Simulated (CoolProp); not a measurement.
Saturated liquid density (kg/m³) of hexamethyldisiloxane (MM): the reference equation beside estimates from Tc = 245.6 °C, pc = 1931 kPa, ω = 0.418. Rackett uses Z = 0.29056 − 0.08775 ω.

Computed with CoolProp (reference Helmholtz-energy equation of state, Thol 2016).

| T (°C) | reference | Rackett | van der Waals |
|---|---|---|---|
| 6.55 | [?] | 859.2 | 466.0 |
| 32.65 | [?] | 829.1 | 451.4 |
| 58.75 | 723.1 | [?] | 435.6 |
| 84.85 | 693.5 | 763.7 | [?] |
| 110.95 | [?] | 727.6 | [?] |
| 137.05 | 627.9 | 688.2 | 378.8 |
| 163.25 | 589.5 | 643.9 | 354.9 |
| 189.35 | [?] | 592.2 | 326.6 |

Question: Some entries are withheld; supply them.

Answer: 
- 6.55, reference: 778.8
- 32.65, reference: 751.4
- 58.75, Rackett: 797.4
- 84.85, van der Waals: 418.5
- 110.95, reference: 662.0
- 110.95, van der Waals: 399.8
- 189.35, reference: 544.7

Absolute difference from the reference over all 8 rows, mean and median: Rackett 9.8 and 10.0 %, van der Waals 39.8 and 39.8 %.
